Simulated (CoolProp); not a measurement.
Vapour-liquid equilibrium of R22 (1) + R123 (2) at 5.35 °C; x and y are mole fractions of (1).

Computed with CoolProp (multi-fluid Helmholtz-energy mixture model, Kamei 1995 and Younglove 1994; pair parameters Bell 2016).

| x | bubble pressure (MPa) | y at the bubble point | dew pressure at overall composition x (MPa) | liquid density (mol/L) |
|---|---|---|---|---|
| 0.05 | 0.06595 | 0.395 | 0.04350 | 10.07 |
| 0.2 | 0.1458 | 0.762 | 0.05105 | 10.64 |
| 0.35 | 0.2298 | 0.873 | 0.06176 | 11.26 |
| 0.5 | 0.3132 | 0.925 | 0.07814 | 11.92 |
| 0.65 | 0.3948 | 0.956 | 0.1063 | 12.64 |
| 0.8 | 0.4759 | 0.977 | 0.1665 | 13.44 |
| 0.95 | 0.5606 | 0.995 | 0.3768 | 14.30 |

No azeotrope shows between x = 0.05 and 0.95.

The pair parameters rest on a limited set of measurements; away from them the model extrapolates.
